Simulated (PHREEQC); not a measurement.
A made-up water analysis in mg/kgw, 35 °C, pH 6.31, pe 10: Na 29.5; K 9.3; Ca 94.6; Mg 35.5; Cl 61.3; S(6) as SO4 28.2; Alkalinity as HCO3 405; Cu(2) 1.09.

Cl is adjusted to close the charge balance.
Valence states are taken as typed.

Equilibrium calculation in PHREEQC: ion-association model, wateq4f.dat.

**Question.** The ionic strength comes out as 0.0126 mol/kgw. What activity coefficients do HCO3-, CaHCO3+, MgHCO3+, Mg+2, SO4-2 get?

**Answer.** HCO3- 0.89, CaHCO3+ 0.90, MgHCO3+ 0.89, Mg+2 0.64, SO4-2 0.64.

No solid was allowed to form. The solution is supersaturated, for example in Malachite, so a real one may precipitate; this is no full list.
